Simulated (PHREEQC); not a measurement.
## Acid mine or pickling water (model solution)

Model water analysis in mmol/kgw, 25 °C, pH 3.07, pe 8.4:

```tsv
constituent	mmol/kgw
Na	13.8
K	0.147
Ca	11.4
Mg	12.2
Cl	8.78
S(6)	35.8
Cu(2)	0.012
N(5)	1.37
Zn	0.952
Br	0.514
Al	6.49
```

Valence states are taken as typed.

Equilibrium calculation in PHREEQC: ion-association model, phreeqc.dat.

No solid was allowed to form.

**Question.** Predict the ionic strength, density.

**Answer.** ionic strength 0.0875 mol/kgw; density 1.002 g/cm³.

**Question.** In which forms is S present?

**Answer.** SO4-2 52 %, MgSO4 14 %, AlSO4+ 13 %, CaSO4 11 %, Al(SO4)2- 5.9 %, HSO4- 2.1 % of the S.
